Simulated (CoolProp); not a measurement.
Vapour-liquid equilibrium of R134a (1) + R245fa (2) at 0.0207 MPa; x and y are mole fractions of (1).

The numbers come from the multi-fluid Helmholtz-energy mixture model, Tillner-Roth 1994 and Akasaka 2015; pair parameters Akasaka 2014 in CoolProp.

Question: Give the bubble temperature and the first vapour's composition at x = 0.05, 0.35, 0.65. Is there an azeotrope?

Answer: x = 0.05: 249.3 K, y = 0.271; x = 0.35: 232.2 K, y = 0.824; x = 0.65: 223.6 K, y = 0.948. No azeotrope shows between x = 0.05 and 0.95.

Pair parameters are fitted to limited data, so mixtures are less certain than the pure fluids.
